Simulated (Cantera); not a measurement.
Nb + O₂ + H₂ (tantalum, niobium, vanadium and zirconium in process gases)

Feed: 1 mol Nb, 8.3 mol O₂, a varied amount of H₂, held at 2150 K and 380000 Pa.

Method: chemical equilibrium by Gibbs-energy minimisation in Cantera with the NASA 1993 tables (ideal gas, pure condensed phases). Candidate condensed phases: H₂O, Nb, NbO, NbO₂, Nb₂O₅; 12 gas species. Condensed phases not in the tables: the oxides between NbO₂ and Nb₂O₅. Kinetics and transport are ignored.

From 4.2 mol H₂ to 21 mol H₂ the condensed part is Nb₂O₅(l). The main Nb-bearing gas is NbO₂ throughout.

| n(H₂) (mol) | x H₂O | x O₂ | x H₂ | x OH | x H | x O | x HO₂ | x NbO₂ | n Nb₂O₅(l) |
|---|---|---|---|---|---|---|---|---|---|
| 4.2 | 0.454 | 0.537 | 0.000263 | 0.00782 | 3.51e-5 | 0.000735 | 3.01e-5 | 1.04e-7 | 0.500 |
| 6.7 | 0.638 | 0.353 | 0.000457 | 0.00834 | 4.62e-5 | 0.000595 | 2.60e-5 | 1.15e-7 | 0.500 |
| 9.1 | 0.778 | 0.213 | 0.000716 | 0.00812 | 5.79e-5 | 0.000463 | 1.97e-5 | 1.30e-7 | 0.500 |
| 12 | 0.912 | 0.0791 | 0.00138 | 0.00687 | 8.03e-5 | 0.000282 | 1.01e-5 | 1.67e-7 | 0.500 |
| 14 | 0.985 | 0.00546 | 0.00566 | 0.00366 | 0.000163 | 7.41e-5 | 1.42e-6 | 3.26e-7 | 0.500 |
| 17 | 0.828 | 4.27e-6 | 0.170 | 0.000561 | 0.000893 | 2.07e-6 | 6.08e-9 | 1.95e-6 | 0.500 |
| 19 | 0.741 | 1.50e-6 | 0.257 | 0.000408 | 0.00110 | 1.23e-6 | 2.62e-9 | 2.53e-6 | 0.500 |
| 21 | 0.671 | 7.56e-7 | 0.328 | 0.000327 | 0.00124 | 8.71e-7 | 1.49e-9 | 3.01e-6 | 0.500 |
x: gas mole fraction; n: condensed amount in mol.
